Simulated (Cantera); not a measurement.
An adiabatic, constant-volume homogeneous reactor starts with C3H8 : O2 : N2 : H2O = 1 : 3.85 : 36.5 : 2.3 (molar parts), at 1398 K and 18.0 bar. Integrator tolerance rtol = 1e-08.

Cantera simulation using GRI-Mech 3.0 (53 species, 325 reactions); the numbers are that mechanism's predictions, not measurements. GRI-Mech 3.0 was tuned for natural gas; its chemistry of propane as a main component is partial and can be far from experiment. The pressure lies above the range GRI-Mech 3.0 was tuned for (to about 10 atm).

Question: What does this change do: initial temperature 1398 to 1250 K?

Answer: 
```
quantity                                                            before                                    after
---------------------------------  ---------------------------------------  ---------------------------------------
time of steepest temperature rise                                  87.8 µs                                 0.804 ms
temperature at 2.00 s                                               2447 K                                   2317 K
equilibrium temperature                                             2447 K                                   2317 K
x(C3H8) at 2.00 s                    <1e-12 (gas-phase equilibrium <1e-12)    <1e-12 (gas-phase equilibrium <1e-12)
x(O2) at 2.00 s                    2.59e-5 (gas-phase equilibrium 2.59e-5)  5.80e-6 (gas-phase equilibrium 5.80e-6)
x(H2O) at 2.00 s                       0.118 (gas-phase equilibrium 0.118)      0.118 (gas-phase equilibrium 0.118)
x(HCO) at 2.00 s                   7.69e-8 (gas-phase equilibrium 7.69e-8)  5.16e-8 (gas-phase equilibrium 5.16e-8)
x(CH2O) at 2.00 s                  7.87e-9 (gas-phase equilibrium 7.87e-9)  8.36e-9 (gas-phase equilibrium 8.36e-9)
x(NO2) at 2.00 s                   1.41e-8 (gas-phase equilibrium 1.41e-8)  2.93e-9 (gas-phase equilibrium 2.93e-9)
x(C2H6) at 2.00 s                    <1e-12 (gas-phase equilibrium <1e-12)    <1e-12 (gas-phase equilibrium <1e-12)
```

Question: What does this change do: H2O 2.3 to 0.86 parts?

Answer: 
```tsv
quantity	before	after
time of steepest temperature rise	87.8 µs	87.3 µs
temperature at 2.00 s	2447 K	2491 K
equilibrium temperature	2447 K	2491 K
x(C3H8) at 2.00 s	<1e-12 (gas-phase equilibrium <1e-12)	<1e-12 (gas-phase equilibrium <1e-12)
x(O2) at 2.00 s	2.59e-5 (gas-phase equilibrium 2.59e-5)	3.01e-5 (gas-phase equilibrium 3.01e-5)
x(H2O) at 2.00 s	0.118 (gas-phase equilibrium 0.118)	0.0923 (gas-phase equilibrium 0.0923)
x(HCO) at 2.00 s	7.69e-8 (gas-phase equilibrium 7.69e-8)	9.34e-8 (gas-phase equilibrium 9.34e-8)
x(CH2O) at 2.00 s	7.87e-9 (gas-phase equilibrium 7.87e-9)	7.99e-9 (gas-phase equilibrium 7.99e-9)
x(NO2) at 2.00 s	1.41e-8 (gas-phase equilibrium 1.41e-8)	1.73e-8 (gas-phase equilibrium 1.73e-8)
x(C2H6) at 2.00 s	<1e-12 (gas-phase equilibrium <1e-12)	<1e-12 (gas-phase equilibrium <1e-12)
```
